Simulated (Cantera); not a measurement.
An adiabatic, constant-volume homogeneous reactor starts with CH3OH : O2 : N2 = 1 : 2.83 : 10.6 (molar parts), equivalence ratio 0.53, at 1675 K and 10.0 bar. Integrator tolerance rtol = 1e-08.

Cantera simulation using GRI-Mech 3.0 (53 species, 325 reactions); the numbers are that mechanism's predictions, not measurements. GRI-Mech 3.0 was tuned for natural gas; its chemistry of methanol as a main component is partial and can be far from experiment.

| quantity | before | after |
|---|---|---|
| time of steepest temperature rise | 8.37 µs | 63.9 µs |
| temperature at 0.200 s | 2833 K | 2707 K |
| equilibrium temperature | 2833 K | 2707 K |
| x(CH3OH) at 0.200 s | <1e-12 (gas-phase equilibrium <1e-12) | <1e-12 (gas-phase equilibrium <1e-12) |
| x(O2) at 0.200 s | 0.0770 (gas-phase equilibrium 0.0770) | 0.0793 (gas-phase equilibrium 0.0793) |
| x(CO) at 0.200 s | 0.00862 (gas-phase equilibrium 0.00862) | 0.0142 (gas-phase equilibrium 0.0142) |
| x(H) at 0.200 s | 0.00112 (gas-phase equilibrium 0.00112) | 0.00310 (gas-phase equilibrium 0.00310) |
| x(N2O) at 0.200 s | 4.84e-6 (gas-phase equilibrium 4.84e-6) | 1.26e-6 (gas-phase equilibrium 1.26e-6) |
| x(CO2) at 0.200 s | 0.0575 (gas-phase equilibrium 0.0575) | 0.0514 (gas-phase equilibrium 0.0514) |
| x(HO2) at 0.200 s | 3.27e-5 (gas-phase equilibrium 3.27e-5) | 1.39e-5 (gas-phase equilibrium 1.39e-5) |

### Question
Which change was made?
A. pressure from 10.0 bar to 1.00 bar
B. pressure from 10.0 bar to 0.470 bar
C. N2 10.6 to 25 parts
D. initial temperature 1675 to 1150 K

### Answer
A, pressure from 10.0 bar to 1.00 bar
